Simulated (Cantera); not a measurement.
Gas mixture: 100 % CH3OH, at 1.09 atm, frozen composition.

Cantera's kinetic-theory transport with the Lennard-Jones parameters of GRI-Mech 3.0, ideal gas; thermal conductivity in the multicomponent form. Polar gases are described roughly by these parameters. The composition is frozen, though it would react at the higher temperatures.

One state of this run: ρ (kg/m³) = 0.606; cp (J/kg/K) = 2314; μ (µPa s) = 22.8; λ (mW/m/K) = 70.3; Pr = 0.750; D (cm²/s) C2H2 = 0.539; D (cm²/s) CH3 = 0.731; D (cm²/s) H = 4.05. D: mixture-averaged diffusion coefficient of that species in the mixture.

**Question.** Which value of T (K) does it belong to?
A. 700
B. 500
C. 1100
D. 1200

**Answer.** A, 700
